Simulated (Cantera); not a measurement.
Charge: 1 mol Al₂O₃, 17 mol HCl, 1.8 mol N₂, equilibrated at 1798.15 K and 420 Torr.

Equilibrium computed with Cantera from the NASA thermochemical tables; the gas is ideal and each condensed phase is pure. Candidate condensed phases: Al, AlCl₃, AlN, Al₂O₃, H₂O, NH₄Cl; 45 gas species. The tables' values for AlCl₂ are old estimates; treat these amounts as uncertain. Kinetics and transport are ignored.

Base state: HCl 0.877, N₂ 0.0958, H₂O 0.0110, AlCl₃ 0.00732, Cl 0.00574, H₂ 0.00304, Cl₂ 0.000188, H 2.60e-5 (mole fractions); condensed: Al₂O₃(s).

Problem. What changes in the equilibrium state with this change: pressure from 420 Torr to 113 Torr?

Solution. 
| species | before | after |
|---|---|---|
| HCl | 0.877 | 0.877 |
| N₂ | 0.0958 | 0.0956 |
| Cl | 0.00574 | 0.00902 |
| H₂O | 0.0110 | 0.00846 |
| AlCl₃ | 0.00732 | 0.00561 |
| H | 2.60e-5 | 6.17e-5 |
| AlCl₂ | 1.94e-5 | 3.52e-5 |
| Cl₂ | 0.000188 | 0.000124 |
| H₂ | 0.00304 | 0.00459 |
| Al₂O₃(s), mol | 0.931 | 0.947 |

Problem. What changes in the equilibrium state with this change: temperature from 1798.15 K to 1323.15 K?

Solution. 
```csv
species,before,after
HCl,0.877,0.899
N₂,0.0958,0.0958
H₂O,0.0110,0.00262
Cl,0.00574,0.000145
AlCl₃,0.00732,0.00175
AlCl₂,1.94e-5,7.02e-9
H,2.60e-5,2.35e-8
"Al₂O₃(s), mol",0.931,0.984
```

Problem. What changes in the equilibrium state with this change: pressure from 420 Torr to 100 Torr?

Solution. 
```csv
species,before,after
HCl,0.877,0.876
N₂,0.0958,0.0956
Cl,0.00574,0.00939
H₂O,0.0110,0.00826
AlCl₃,0.00732,0.00547
H,2.60e-5,6.66e-5
AlCl₂,1.94e-5,3.72e-5
Cl₂,0.000188,0.000120
H₂,0.00304,0.00476
"Al₂O₃(s), mol",0.931,0.948
```
